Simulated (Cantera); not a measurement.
A Cantera script and its output.

```python
import numpy as np
import cantera as ct

gas = ct.Solution("gri30.yaml")
gas.TPX = 1748, 98000, {'CH4': 1, 'O2': 3.39, 'N2': 12.7, 'H2O': 2.5}
reactor = ct.IdealGasConstPressureReactor(gas, energy="on", clone=False)
net = ct.ReactorNet([reactor])
net.rtol, net.atol = 1e-08, 1e-16
show = ['CH4', 'O2', 'H2O', 'H2O2', 'C2H4']
times = np.geomspace(5e-06, 1, 14)

steps = ct.SolutionArray(gas, extra=["t"])
rows = []
print(f"{'t/s':>10s}{'T/K':>9s}{'P/Pa':>11s}" + "".join(f"{s:>11s}" for s in show))
for t in times:
    while net.time < t:
        t_next = net.step()
        steps.append(gas.state, t=t_next)
    rows.append([np.interp(t, steps.t, y) for y in (steps.T, steps.P, *steps(*show).X.T)])
    print(f"{t:10.3e}{rows[-1][0]:9.1f}{rows[-1][1]:11.4g}" + "".join(f"{x:11.3e}" for x in rows[-1][2:]))
rate = np.gradient(steps.T, steps.t)
print("integrator steps:", len(steps.t))
if steps.T.max() > steps.T[0] + 200:
    print(f"time of steepest temperature rise: {steps.t[rate.argmax()]:.4e} s")
gas.TPX = 1748, 98000, {'CH4': 1, 'O2': 3.39, 'N2': 12.7, 'H2O': 2.5}
gas.equilibrate("HP")
print(f"equilibrium (HP): T = {gas.T:.1f} K  " + "  ".join(f"{s} {gas[s].X[0]:.3e}" for s in show))
```

It prints:

```
       t/s      T/K       P/Pa        CH4         O2        H2O       H2O2       C2H4
 5.000e-06   1747.9    9.8e+04  5.102e-02  1.730e-01  1.276e-01  8.931e-08  2.861e-09
 1.279e-05   1747.8    9.8e+04  5.097e-02  1.730e-01  1.276e-01  1.795e-07  8.127e-08
 3.270e-05   1747.5    9.8e+04  5.073e-02  1.729e-01  1.277e-01  2.954e-07  2.311e-06
 8.362e-05   1750.1    9.8e+04  4.880e-02  1.719e-01  1.288e-01  1.058e-06  9.865e-05
 2.138e-04   2366.9    9.8e+04  2.797e-17  7.231e-02  1.967e-01  2.789e-07  2.845e-26
 5.468e-04   2534.3    9.8e+04  1.447e-17  7.002e-02  2.100e-01  4.112e-07  4.531e-27
 1.398e-03   2537.0    9.8e+04  1.427e-17  6.956e-02  2.103e-01  4.185e-07  4.257e-27
 3.576e-03   2534.5    9.8e+04  1.416e-17  6.859e-02  2.105e-01  4.137e-07  4.177e-27
 9.144e-03   2529.7    9.8e+04  1.394e-17  6.676e-02  2.108e-01  4.048e-07  4.024e-27
 2.338e-02   2524.9    9.8e+04  1.372e-17  6.497e-02  2.111e-01  3.959e-07  3.872e-27
 5.980e-02   2523.8    9.8e+04  1.367e-17  6.456e-02  2.112e-01  3.939e-07  3.838e-27
 1.529e-01   2523.8    9.8e+04  1.367e-17  6.455e-02  2.112e-01  3.939e-07  3.837e-27
 3.910e-01   2523.8    9.8e+04  1.367e-17  6.455e-02  2.112e-01  3.939e-07  3.837e-27
 1.000e+00   2523.8    9.8e+04  1.367e-17  6.455e-02  2.112e-01  3.939e-07  3.837e-27
integrator steps: 1636
time of steepest temperature rise: 1.5267e-04 s
equilibrium (HP): T = 2523.8 K  CH4 1.911e-17  O2 6.455e-02  H2O 2.112e-01  H2O2 3.939e-07  C2H4 4.503e-27
```

Model: GRI-Mech 3.0 (53 species, 325 reactions), integrated in Cantera.
